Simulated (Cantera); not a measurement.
**Thermodynamics of silicon nitride deposition, feed Si₂Cl₆ + N₂**

Input: 1 mol Si₂Cl₆, a varied amount of N₂, at 1275 K and 0.133 bar.

These are equilibrium values from Cantera (NASA tables, ideal gas, pure condensed phases), not measurements of a reactor. Candidate condensed phases: Si, Si₃N₄; 13 gas species. The feed counts by its element totals alone. N₂ is the only nitrogen source here; it is nearly inert below about 1500 K, so the nitride shown seldom forms there in practice. The tables' values for SiCl₃ are old estimates; treat these amounts as uncertain. Kinetics and transport are ignored.

```json
[
 {"n(N₂) (mol)": "0.52", "log p N₂": "-1.82", "log p SiCl₄": "-0.94", "log p SiCl₃": "-2.58", "log p SiCl₂": "-3.40", "log p Cl": "-6.52", "log p Cl₂": "-9.03", "n Si₃N₄(s)": "0.163"},
 {"n(N₂) (mol)": "0.86", "log p N₂": "-1.46", "log p SiCl₄": "-1.02", "log p SiCl₃": "-2.70", "log p SiCl₂": "-3.56", "log p Cl": "-6.48", "log p Cl₂": "-8.95", "n Si₃N₄(s)": "0.163"},
 {"n(N₂) (mol)": "1.4", "log p N₂": "-1.26", "log p SiCl₄": "-1.12", "log p SiCl₃": "-2.81", "log p SiCl₂": "-3.68", "log p Cl": "-6.47", "log p Cl₂": "-8.93", "n Si₃N₄(s)": "0.163"},
 {"n(N₂) (mol)": "2.4", "log p N₂": "-1.11", "log p SiCl₄": "-1.26", "log p SiCl₃": "-2.94", "log p SiCl₂": "-3.80", "log p Cl": "-6.48", "log p Cl₂": "-8.95", "n Si₃N₄(s)": "0.163"},
 {"n(N₂) (mol)": "3.9", "log p N₂": "-1.03", "log p SiCl₄": "-1.41", "log p SiCl₃": "-3.06", "log p SiCl₂": "-3.90", "log p Cl": "-6.51", "log p Cl₂": "-9.00", "n Si₃N₄(s)": "0.163"},
 {"n(N₂) (mol)": "6.6", "log p N₂": "-0.97", "log p SiCl₄": "-1.60", "log p SiCl₃": "-3.21", "log p SiCl₂": "-4.02", "log p Cl": "-6.54", "log p Cl₂": "-9.08", "n Si₃N₄(s)": "0.163"},
 {"n(N₂) (mol)": "11", "log p N₂": "-0.93", "log p SiCl₄": "-1.79", "log p SiCl₃": "-3.37", "log p SiCl₂": "-4.13", "log p Cl": "-6.59", "log p Cl₂": "-9.16", "n Si₃N₄(s)": "0.162"},
 {"n(N₂) (mol)": "18", "log p N₂": "-0.91", "log p SiCl₄": "-1.99", "log p SiCl₃": "-3.52", "log p SiCl₂": "-4.23", "log p Cl": "-6.63", "log p Cl₂": "-9.25", "n Si₃N₄(s)": "0.162"},
 {"n(N₂) (mol)": "30", "log p N₂": "-0.90", "log p SiCl₄": "-2.21", "log p SiCl₃": "-3.68", "log p SiCl₂": "-4.34", "log p Cl": "-6.68", "log p Cl₂": "-9.35", "n Si₃N₄(s)": "0.161"}
]
```
log p: log10 of the partial pressure in bar; n: condensed amount in mol.

From 0.52 mol N₂ to 30 mol N₂ the condensed part is Si₃N₄(s). The main Si-bearing gas is SiCl₄ throughout.
